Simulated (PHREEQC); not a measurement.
Dissolve 0.016 mol HF, 0.00055 mol H2SiF6 and 0.085 mol HNO3 per kg of water at 60 °C. Closed to the air; pH follows from the charge balance.

Computed with PHREEQC (ion-association model, phreeqc.dat).

```yaml
pH: 1.15
ionic_strength: 0.0862 mol/kgw
specific_conductance: 57400 µS/cm
density: 0.986 g/cm³
total_alkalinity: -104 meq/kg
```

```
species  molality  activity   log γ
-------  --------  --------  ------
H+         0.0858    0.0706  -0.085
NO3-       0.0850    0.0639  -0.124
HF         0.0170    0.0173   0.009
SiF6-2   0.000367  0.000136  -0.430
H4SiO4   0.000183  0.000187   0.009
F-       0.000110   8.36e-5  -0.119
HF2-      8.19e-6   6.36e-6  -0.110
```

No solid was allowed to form. Complexes and solids missing from the database can't appear. Away from 25 °C the constants follow the database's enthalpies or fits; those with neither stay at their 25 °C values. SiF6-2 is the database's only silicon fluoride.
